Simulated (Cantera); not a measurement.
Feed: 1 mol C₆H₆, 0.3 mol O₂, 2.2 mol NH₃, at 6.08 Torr.

Equilibrium computed with Cantera from the NASA thermochemical tables; the gas is ideal and each condensed phase is pure. Candidate condensed phases: C, C₆H₆, C₇H₈, C₈H₁₈, H₂O; 136 gas species. The numbers say what is thermodynamically allowed, not how fast it happens.

Over these rows the condensed part is C(graphite). Partial pressures as log10 of bar:

| T (K) | 1000/T (1/K) | log p HCN | log p H₂ | log p N₂ | log p CO |
|---|---|---|---|---|---|
| 1523 | 0.6566 | -5.48 | -2.20 | -2.95 | -3.22 |
| 1723 | 0.5804 | -4.96 | -2.20 | -2.96 | -3.22 |
| 1923 | 0.5200 | ? | -2.20 | -2.96 | -3.22 |
| 2123 | 0.4710 | -4.23 | -2.22 | -2.97 | -3.22 |
| 2323 | 0.4305 | -3.98 | -2.25 | -3.00 | -3.24 |
| 2523 | 0.3964 | -3.82 | -2.34 | -3.05 | -3.27 |

**Question.** Fit log p(HCN) = a + b·(1000/T) to the five rows, give the apparent enthalpy, and predict the row at 1923 K.

**Answer.** Means: 1000/T = 0.5070, log p = -4.494. Sxy = -0.305079, Sxx = 0.0471483, so b = -6.47 and a = -4.494 − (-6.47)×0.5070 = -1.21.
Apparent enthalpy: −19.145 × (-6.47) = 124 kJ/mol. With the condensed phases at unit activity, C(graphite) + 1/2 H₂(g) + 1/2 N₂(g) = HCN(g) links this pressure to the main gases: over the six rows their terms move log p by -0.12 in all, so the slope isn't that reaction's ΔH° alone. The five rows lie within 0.05 of the line.
Prediction at 1923 K: -1.21 + (-6.47)×0.5200 = -4.57. The computed value is -4.55, 0.02 from the line.
